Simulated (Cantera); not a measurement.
Cantera run:

```python
import numpy as np
import cantera as ct

gas_names = """
    H HO2 H2 H2O H2O2 O OH O2 O3 Pb PbO Pb2
""".split()
cond_names = """
    H2O(s) H2O(L) Pb(cr) Pb(L) PbO(rd) PbO(yw) PbO(L) PbO2(s) Pb3O4(s)
""".split()


# ... load() reads the species with a 1 bar reference pressure and builds the phases ...
atoms = {
    'Pb': {'Pb': 1},
    'O2': {'O': 2},
    'H2': {'H': 2},
}
top_T = {'Pb3O4(s)': 820}  # K; cautious upper limits of use, not melting points


# ... equilibrate(T, P, feed) seeds the gas with the atoms and calls Mixture.equilibrate('TP', solver="vcs", rtol=1e-11, max_steps=5000) ...
results = []
feed = {'Pb': 1, 'O2': 0.52, 'H2': 7.5}  # mol
for P in [10, 42, 180, 750, 3200, 13000, 56000, 240000, 1000000]:
    for T in [475, 575, 675, 775, 875, 975, 1075, 1175, 1275, 1375, 1475, 1575]:
        mix = equilibrate(T, P, feed)
        results.append((T, P, feed, dict(zip(mix.species_names, mix.species_moles))))

for T, P, feed, n in results:
    print(f"{T:7g} {P:10.4g}  " + (" + ".join(c for c in cond_names if n.get(c, 0) > 1e-12) or "gas only"))
```

Output:

```
    475         10  Pb(cr)
    575         10  Pb(cr)
    675         10  Pb(L)
    775         10  Pb(L)
    875         10  Pb(L)
    975         10  Pb(L)
   1075         10  gas only
   1175         10  gas only
   1275         10  gas only
   1375         10  gas only
   1475         10  gas only
   1575         10  gas only
    475         42  Pb(cr)
    575         42  Pb(cr)
    675         42  Pb(L)
    775         42  Pb(L)
    875         42  Pb(L)
    975         42  Pb(L)
   1075         42  gas only
   1175         42  gas only
   1275         42  gas only
   1375         42  gas only
   1475         42  gas only
   1575         42  gas only
    475        180  Pb(cr)
    575        180  Pb(cr)
    675        180  Pb(L)
    775        180  Pb(L)
    875        180  Pb(L)
    975        180  Pb(L)
   1075        180  Pb(L)
   1175        180  gas only
   1275        180  gas only
   1375        180  gas only
   1475        180  gas only
   1575        180  gas only
    475        750  Pb(cr)
    575        750  Pb(cr)
    675        750  Pb(L)
    775        750  Pb(L)
    875        750  Pb(L)
    975        750  Pb(L)
   1075        750  Pb(L)
   1175        750  Pb(L)
   1275        750  gas only
   1375        750  gas only
   1475        750  gas only
   1575        750  gas only
    475       3200  Pb(cr)
    575       3200  Pb(cr)
    675       3200  Pb(L)
    775       3200  Pb(L)
    875       3200  Pb(L)
    975       3200  Pb(L)
   1075       3200  Pb(L)
   1175       3200  Pb(L)
   1275       3200  Pb(L)
   1375       3200  gas only
   1475       3200  gas only
   1575       3200  gas only
    475    1.3e+04  Pb(cr)
    575    1.3e+04  Pb(cr)
    675    1.3e+04  Pb(L)
    775    1.3e+04  Pb(L)
    875    1.3e+04  Pb(L)
    975    1.3e+04  Pb(L)
   1075    1.3e+04  Pb(L)
   1175    1.3e+04  Pb(L)
   1275    1.3e+04  Pb(L)
   1375    1.3e+04  Pb(L)
   1475    1.3e+04  gas only
   1575    1.3e+04  gas only
    475    5.6e+04  Pb(cr)
    575    5.6e+04  Pb(cr)
    675    5.6e+04  Pb(L)
    775    5.6e+04  Pb(L)
    875    5.6e+04  Pb(L)
    975    5.6e+04  Pb(L)
   1075    5.6e+04  Pb(L)
   1175    5.6e+04  Pb(L)
   1275    5.6e+04  Pb(L)
   1375    5.6e+04  Pb(L)
   1475    5.6e+04  Pb(L)
   1575    5.6e+04  Pb(L)
    475    2.4e+05  Pb(cr)
    575    2.4e+05  Pb(cr)
    675    2.4e+05  Pb(L)
    775    2.4e+05  Pb(L)
    875    2.4e+05  Pb(L)
    975    2.4e+05  Pb(L)
   1075    2.4e+05  Pb(L)
   1175    2.4e+05  Pb(L)
   1275    2.4e+05  Pb(L)
   1375    2.4e+05  Pb(L)
   1475    2.4e+05  Pb(L)
   1575    2.4e+05  Pb(L)
    475      1e+06  Pb(cr)
    575      1e+06  Pb(cr)
    675      1e+06  Pb(L)
    775      1e+06  Pb(L)
    875      1e+06  Pb(L)
    975      1e+06  Pb(L)
   1075      1e+06  Pb(L)
   1175      1e+06  Pb(L)
   1275      1e+06  Pb(L)
   1375      1e+06  Pb(L)
   1475      1e+06  Pb(L)
   1575      1e+06  Pb(L)
```

Equilibrium computed with Cantera from the NASA thermochemical tables; the gas is ideal and each condensed phase is pure.
